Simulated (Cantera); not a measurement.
A perfectly stirred reactor is fed with H2 : O2 = 0.0088 : 1 (molar parts), at 9.75 Torr; it is held at 1325 K, and followed from long to short residence time.

Detailed kinetics in Cantera: GRI-Mech 3.0 (53 species, 325 reactions). Radical loss at walls, strong at low pressure, is not modelled.

Q: What does this change do: pressure from 9.75 Torr to 2.63 Torr?

A: 
```tsv
quantity	before	after
x(H2) at τ = 0.980 s	2.84e-5	5.82e-5
x(O2) at τ = 0.980 s	0.988	0.984
x(H2O2) at τ = 0.980 s	8.90e-9	3.20e-9
x(H) at τ = 0.980 s	6.18e-5	0.000210
x(HO2) at τ = 0.980 s	2.91e-7	1.21e-7
x(H2) at τ = 81.0 ms	0.000129	0.000348
x(O2) at τ = 81.0 ms	0.984	0.983
x(H2O2) at τ = 81.0 ms	1.28e-8	4.62e-9
x(H) at τ = 81.0 ms	0.000212	0.000310
x(HO2) at τ = 81.0 ms	4.64e-7	1.52e-7
```

Q: What does this change do: temperature 1325 to 1098 K?

A: 
```tsv
quantity	before	after
x(H2) at τ = 0.980 s	2.84e-5	7.35e-5
x(O2) at τ = 0.980 s	0.988	0.990
x(H2O2) at τ = 0.980 s	8.90e-9	1.90e-8
x(H) at τ = 0.980 s	6.18e-5	4.48e-5
x(HO2) at τ = 0.980 s	2.91e-7	6.59e-7
x(H2) at τ = 81.0 ms	0.000129	0.000338
x(O2) at τ = 81.0 ms	0.984	0.987
x(H2O2) at τ = 81.0 ms	1.28e-8	3.43e-8
x(H) at τ = 81.0 ms	0.000212	0.000283
x(HO2) at τ = 81.0 ms	4.64e-7	1.33e-6
```
